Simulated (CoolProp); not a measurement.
A simple Rankine cycle with 1,2-dichloroethane: condensing at 320.15 K, boiler at 1.81 MPa, turbine inlet 489 K, turbine efficiency 0.7, pump efficiency 0.7, no recuperator. Each further row changes one setting.

Computed with CoolProp (reference Helmholtz-energy equation of state, Thol 2015).

| case | thermal efficiency (%) | net work (kJ/kg) | heat in (kJ/kg) | turbine exit temperature (K) | volume ratio over the turbine |
|---|---|---|---|---|---|
| as stated | [?] | 87.5 | 468 | 362.4 | [?] |
| condensing temperature 312.15 K | 19.6 | [?] | [?] | 355.3 | 86.2 |
| boiler pressure 1.27 MPa | 17.8 | 85.3 | 480 | 378.5 | [?] |
| turbine efficiency 0.6 | 16.0 | 74.7 | 468 | 376.7 | 65.4 |

### Question
What belongs in the gaps?

### Answer

- as stated, thermal efficiency (%): 18.7
- as stated, volume ratio over the turbine: 62.9
- condensing temperature 312.15 K, net work (kJ/kg): 93.6
- condensing temperature 312.15 K, heat in (kJ/kg): 479
- boiler pressure 1.27 MPa, volume ratio over the turbine: 41.6
